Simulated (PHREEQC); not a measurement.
LiOH is added in steps, without added water, to 1 kg of water holding 0.001 mol H3BO3, 0.0032 mol H2SO4, 0.093 mol HNO3 and 0.013 mol NiSO4, at 25 °C. O2 is buffered at 0.21 atm. CO2 from the air is kept out. Precipitation was switched off in this run.

Base run: PHREEQC, ion-association model, wateq4f.dat. Each further column changes one thing. The table gives H2BO3- (mol/kgw).

| LiOH added (mol) | base | metal-ligand complexes left out | Davies equation for every ion | Debye-Hückel limiting law |
|---|---|---|---|---|
| 0 | 1.14e-11 | 1.16e-11 | 1.14e-11 | 1.51e-11 |
| 0.021 | 1.48e-11 | 1.51e-11 | 1.48e-11 | 1.95e-11 |
| 0.049 | 2.41e-11 | 2.49e-11 | 2.40e-11 | 3.14e-11 |
| 0.07 | 4.36e-11 | … | 4.32e-11 | … |
| 0.091 | 1.65e-10 | … | 1.62e-10 | 2.04e-10 |
| 0.119 | 0.000882 | 0.000873 | 0.000875 | 0.000906 |
| 0.14 | 0.000994 | 0.000994 | 0.000993 | 0.000993 |

Problem. Complete the blanks.

Solution. 
- 0.07, metal-ligand complexes left out: 4.59e-11
- 0.07, Debye-Hückel limiting law: 5.57e-11
- 0.091, metal-ligand complexes left out: 1.81e-10

In at least one series the solution becomes supersaturated in solids that the run did not let form, among them Ni(OH)2, Ni4(OH)6SO4.
